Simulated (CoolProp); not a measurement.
Vapour-liquid equilibrium of R22 (1) + acetone (2) at 310.9 K; x and y are mole fractions of (1).

Values from CoolProp's multi-fluid Helmholtz-energy mixture model, Kamei 1995 and Lemmon 2006; pair parameters Bell 2016.

Q: Give the bubble pressure and the first vapour's composition at x = 0.35, 0.8, 0.95. Is there an azeotrope?

A: x = 0.35: 3.403 bar, y = 0.880; x = 0.8: 10.28 bar, y = 0.990; x = 0.95: 13.52 bar, y = 0.998. No azeotrope shows between x = 0.05 and 0.95.

Pair parameters are fitted to limited data, so mixtures are less certain than the pure fluids.
